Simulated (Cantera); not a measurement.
An isothermal, constant-pressure homogeneous reactor starts with NO : N₂ = 1 : 4.8 (molar parts), at 1723 K and 760 Torr.

Cantera simulation using GRI-Mech 3.0 (53 species, 325 reactions); the numbers are that mechanism's predictions, not measurements.

x: mole fraction; the columns are a selection and need not sum to one.

```csv
t (s),x NO,x N₂,x O,x O₂,x NO₂,x N₂O
1.00e-6,0.172,0.828,3.35e-9,<1e-12,4.23e-11,3.39e-9
3.05e-6,0.172,0.828,[?],<1e-12,3.87e-10,[?]
9.32e-6,0.172,0.828,2.82e-8,7.70e-12,3.41e-9,3.15e-8
2.85e-5,0.172,0.828,6.96e-8,6.24e-11,2.72e-8,9.61e-8
8.69e-5,0.172,0.828,1.26e-7,4.20e-10,1.71e-7,2.91e-7
0.000265,0.172,0.828,1.75e-7,2.35e-9,7.55e-7,8.66e-7
0.000809,0.172,0.828,[?],[?],[?],[?]
0.00247,0.172,0.828,6.78e-7,2.19e-7,9.71e-6,6.03e-6
0.00754,0.172,0.828,1.72e-6,4.67e-6,3.02e-5,1.06e-5
0.0230,0.172,0.828,2.48e-6,4.99e-5,4.61e-5,1.20e-5
0.0703,0.172,0.828,2.60e-6,0.000215,4.85e-5,1.19e-5
0.215,0.171,0.828,2.89e-6,0.000716,5.40e-5,1.18e-5
0.655,0.168,0.830,3.64e-6,0.00223,6.74e-5,1.13e-5
2.00,0.159,0.834,5.22e-6,0.00661,9.28e-5,1.02e-5
```

### Question
Fill in the missing entries.

### Answer

- 3.05e-6, x O: 9.97e-9
- 3.05e-6, x N₂O: 1.03e-8
- 0.000809, x O: 2.92e-7
- 0.000809, x O₂: 1.63e-8
- 0.000809, x NO₂: 2.73e-6
- 0.000809, x N₂O: 2.45e-6
